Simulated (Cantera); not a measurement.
An isothermal, constant-pressure homogeneous reactor starts with NH3 : N2 = 1 : 0.17 (molar parts), at 1650 K and 20.0 Torr.

Model: the gas-phase N/H chemistry of the illustrative SiF4/NH3 mechanism in the Surface Chemkin manual (1991), integrated in Cantera. Walls and surfaces, which speed up NH3 decomposition in real reactors, are not modelled.

x: mole fraction; the columns are a selection and need not sum to one.

| t (s) | x NH3 | x H | x NH2 | x N | x N2 | x H2 |
|---|---|---|---|---|---|---|
| 3.00e-6 | 0.855 | 5.02e-9 | 8.93e-9 | <1e-12 | 0.145 | 1.96e-9 |
| 1.44e-5 | 0.855 | 9.65e-9 | 5.75e-8 | <1e-12 | 0.145 | 2.39e-8 |
| 6.95e-5 | 0.855 | 1.00e-8 | … | <1e-12 | 0.145 | … |
| 0.000334 | 0.855 | 1.00e-8 | 1.54e-6 | <1e-12 | 0.145 | 7.67e-7 |
| 0.00161 | 0.855 | 1.00e-8 | … | <1e-12 | 0.145 | … |
| 0.00775 | 0.855 | 1.15e-8 | 3.58e-5 | 8.44e-12 | 0.145 | 1.90e-5 |
| 0.0373 | 0.854 | 5.38e-8 | 0.000160 | 1.79e-10 | 0.145 | 0.000205 |
| 0.179 | 0.850 | 4.93e-7 | 0.000250 | 2.15e-9 | 0.146 | 0.00345 |
| 0.863 | 0.829 | 2.46e-6 | 0.000239 | 1.11e-8 | 0.150 | 0.0204 |
| 4.16 | 0.739 | 1.09e-5 | 0.000210 | 3.53e-8 | 0.167 | 0.0937 |
| 20.0 | 0.462 | 4.16e-5 | 0.000149 | 5.47e-8 | 0.220 | 0.317 |

Q: Fill in the missing entries.

A: 
- 6.95e-5, x NH2: 3.13e-7
- 6.95e-5, x H2: 1.52e-7
- 0.00161, x NH2: 7.47e-6
- 0.00161, x H2: 3.74e-6
